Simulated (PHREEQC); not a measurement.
1 kg of water holding 0.004 mol/kgw NaCl, 0.22 mol/kgw CaCl2 and 0.0033 mol/kgw KCl is evaporated at 75 °C; the solids stay in contact with the brine. No CO2 enters from the air. The run lets Halite, Portlandite, Sylvite precipitate or redissolve, and no other solid.

Equilibrium calculation in PHREEQC: Pitzer model, pitzer.dat.

| water left (kg) | ionic strength | water activity | K in solution (mol/kgw) |
|---|---|---|---|
| 1 | 0.667 | 0.990 | 0.00330 |
| 0.6755 | 0.988 | (withheld) | 0.00489 |
| 0.4563 | 1.46 | (withheld) | 0.00723 |
| 0.3082 | 2.16 | (withheld) | 0.0107 |
| 0.2082 | 3.20 | (withheld) | 0.0158 |
| 0.1407 | 4.74 | (withheld) | 0.0235 |
| 0.09502 | 7.02 | (withheld) | 0.0347 |
| 0.06418 | 10.4 | (withheld) | 0.0514 |
| 0.04335 | 15.4 | 0.527 | 0.0761 |

Q: What belongs in the gaps?

A: 
- 0.6755, water activity: 0.985
- 0.4563, water activity: 0.977
- 0.3082, water activity: 0.964
- 0.2082, water activity: 0.943
- 0.1407, water activity: 0.905
- 0.09502, water activity: 0.837
- 0.06418, water activity: 0.718

Away from 25 °C the constants follow the database's enthalpies or fits; those with neither stay at their 25 °C values.
